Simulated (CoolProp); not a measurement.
Carbonyl sulfide at several states: fugacity coefficient from the reference equation and from simpler models built on Tc = 378.8 K, pc = 6.369 MPa, ω = 0.098; each cubic takes its own stable root.

The numbers come from the reference Helmholtz-energy equation of state, Lemmon 2006 in CoolProp. It is a short technical equation, of lower accuracy than the large ones.

| T (K) | p (MPa) | phase | reference | van der Waals | Redlich-Kwong | Peng-Robinson |
|---|---|---|---|---|---|---|
| 498.2 | 1.92 | gas | 0.9586 | 0.9555 | 0.9558 | 0.9513 |
| 470.1 | 3.01 | gas | 0.9219 | 0.9192 | 0.9177 | 0.9096 |
| 584.1 | 3.13 | gas | 0.9621 | 0.9535 | 0.9579 | 0.9548 |
